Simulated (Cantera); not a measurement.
Metals in furnace atmospheres: Cu + NH₃ + N₂

Input: 1 mol Cu, 1.5 mol NH₃, 32 mol N₂, held at 1000 °C and 0.0330 bar.

Cantera equilibrium calculation (NASA polynomials, part measured and part estimated; ideal gas, pure solids and liquids). Candidate condensed phases: Cu; 11 gas species. The numbers say what is thermodynamically allowed, not how fast it happens.

The x(N₂) is 0.936, the x(H₂) is 0.0643 and the x(Cu) comes out as 2.50e-6. The n(Cu(s)) comes out as 1.000 mol and the gas amount comes out as 35.00 mol.
